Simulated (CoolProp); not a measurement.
Properties of methane along the isotherm 193.9 K (Tc = 190.6 K, pc = 4.599 MPa, ω = 0.011).

Computed with CoolProp (reference Helmholtz-energy equation of state, Setzmann 1991).

```json
[
 {"p (MPa)": "1.77", "phase": "gas", "viscosity (µPa s)": "7.90", "conductivity (mW/(m K))": "23.6"},
 {"p (MPa)": "3.54", "phase": "gas", "viscosity (µPa s)": "?", "conductivity (mW/(m K))": "29.6"},
 {"p (MPa)": "5.31", "phase": "supercritical", "viscosity (µPa s)": "20.2", "conductivity (mW/(m K))": "74.6"},
 {"p (MPa)": "7.08", "phase": "supercritical", "viscosity (µPa s)": "27.7", "conductivity (mW/(m K))": "81.3"},
 {"p (MPa)": "8.84", "phase": "supercritical", "viscosity (µPa s)": "31.2", "conductivity (mW/(m K))": "87.7"},
 {"p (MPa)": "10.6", "phase": "supercritical", "viscosity (µPa s)": "33.9", "conductivity (mW/(m K))": "92.8"},
 {"p (MPa)": "12.4", "phase": "supercritical", "viscosity (µPa s)": "36.2", "conductivity (mW/(m K))": "97.2"},
 {"p (MPa)": "14.2", "phase": "supercritical", "viscosity (µPa s)": "?", "conductivity (mW/(m K))": "101"},
 {"p (MPa)": "15.9", "phase": "supercritical", "viscosity (µPa s)": "40.0", "conductivity (mW/(m K))": "?"},
 {"p (MPa)": "17.7", "phase": "supercritical", "viscosity (µPa s)": "41.7", "conductivity (mW/(m K))": "108"},
 {"p (MPa)": "19.5", "phase": "supercritical", "viscosity (µPa s)": "?", "conductivity (mW/(m K))": "111"},
 {"p (MPa)": "21.2", "phase": "supercritical", "viscosity (µPa s)": "44.8", "conductivity (mW/(m K))": "114"},
 {"p (MPa)": "23", "phase": "supercritical", "viscosity (µPa s)": "46.2", "conductivity (mW/(m K))": "117"}
]
```

Task: Fill in the missing entries.

Result: 
- 3.54, viscosity (µPa s): 8.86
- 14.2, viscosity (µPa s): 38.3
- 15.9, conductivity (mW/(m K)): 105
- 19.5, viscosity (µPa s): 43.3

Viscosity comes from a separate model (Quiñones-Cisneros 2006). Thermal conductivity comes from a separate model (Friend 1989).
